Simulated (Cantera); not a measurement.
Input (Python, Cantera) and output of one run.

```python
import numpy as np
import cantera as ct

gas_names = """
    F F2 H HF H2 H2F2 H3F3 H4F4 H5F5 H6F6 H7F7 N NF NF2 NF3 NH NH2 NH3 N2 N2H2 N2H4
""".split()
cond_names = """

""".split()


# ... load() reads the species with a 1 bar reference pressure and builds the phases ...
atoms = {
    'HF': {'H': 1, 'F': 1},
    'H2': {'H': 2},
    'N2': {'N': 2},
}
top_T = {}  # K; cautious upper limits of use, not melting points


# ... equilibrate(T, P, feed) seeds the gas with the atoms and calls Mixture.equilibrate('TP', solver="vcs", rtol=1e-11, max_steps=5000) ...
results = []
feed = {'HF': 1, 'H2': 0.69, 'N2': 1.9}  # mol
T = 3448  # K
P = 101325  # Pa
mix = equilibrate(T, P, feed)
results.append((T, P, feed, dict(zip(mix.species_names, mix.species_moles))))
print(gas.report(threshold=0.001))
for i in range(1, mix.n_phases):
    print(f"{mix.phase(i).name:16s} {mix.phase_moles(i):12.5e} mol")
```

It prints:

```
       temperature   3448 K
          pressure   1.0132e+05 Pa
           density   0.067303 kg/m^3
  mean mol. weight   19.042 kg/kmol
   phase of matter   gas

                          1 kg             1 kmol
                     ---------------   ---------------
          enthalpy        3.5813e+06        6.8196e+07  J
   internal energy        2.0758e+06        3.9527e+07  J
           entropy             13295        2.5316e+05  J/K
    Gibbs function       -4.2259e+07       -8.0471e+08  J
 heat capacity c_p            1811.3             34492  J/K
 heat capacity c_v            1374.7             26178  J/K

                      mass frac. Y      mole frac. X     chem. pot. / RT
                     ---------------   ---------------   ---------------
                 F         0.0052222         0.0052342           -25.566
                 H          0.008601           0.16248           -11.833
                HF            0.2626           0.24994           -37.399
                H2          0.010316          0.097441           -23.667
                N2           0.71317           0.48477           -29.617
     [  +16 minor]        9.6811e-05        0.00013012
```

Method: chemical equilibrium by Gibbs-energy minimisation in Cantera with the NASA 1993 tables (ideal gas, pure condensed phases).
